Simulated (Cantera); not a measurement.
Stirred combustor or abatement burner

A perfectly stirred reactor is fed with 16.5 % H2, 18.8 % O2, 64.3 % N2, 0.379 % NO, at 1100000 Pa; it is adiabatic with a 800 K inlet, and is followed from long to short residence time, starting on the burning branch (τ in s: 0.072, 0.021, 0.0061, 0.0018, 0.00051, 0.00015, 4.3e-05, 1.3e-05, 3.7e-06).

Cantera simulation using GRI-Mech 3.0 (53 species, 325 reactions); the numbers are that mechanism's predictions, not measurements. The hydrogen kinetics of GRI-Mech 3.0 are dated; newer H2 mechanisms differ, most at raised pressure. The mechanism lacks 2 NO + O2 → 2 NO2 and HONO, so NO2 and the effect of NO are under-described below about 1400 K.

```
τ (s)    T (K)      x H2   x O2     x NO    x N2O    x NO2   x N2     x OH
-------  -----  --------  -----  -------  -------  -------  -----  -------
0.072     2004   5.38e-5  0.115  0.00425  9.73e-7  1.81e-5  0.701  0.00134
0.021     2004   6.76e-5  0.115  0.00416  1.03e-6  1.84e-5  0.701  0.00139
0.0061    2003  0.000110  0.115  0.00413  1.22e-6  2.03e-5  0.701  0.00153
0.0018    2001  0.000222  0.115  0.00412  1.70e-6  2.50e-5  0.701  0.00185
0.00051   1995  0.000501  0.114  0.00410  2.59e-6  3.20e-5  0.700  0.00252
0.00015   1984   0.00112  0.114  0.00409  3.35e-6  3.58e-5  0.700  0.00355
4.3e-5    1961   0.00253  0.114  0.00409  3.36e-6  3.31e-5  0.699  0.00503
1.3e-5    1918   0.00552  0.114  0.00408  2.82e-6  2.69e-5  0.696  0.00670
3.7e-6    1825    0.0131  0.116  0.00405  2.13e-6  2.03e-5  0.692  0.00801
```
x: mole fraction; the columns are a selection and need not sum to one.
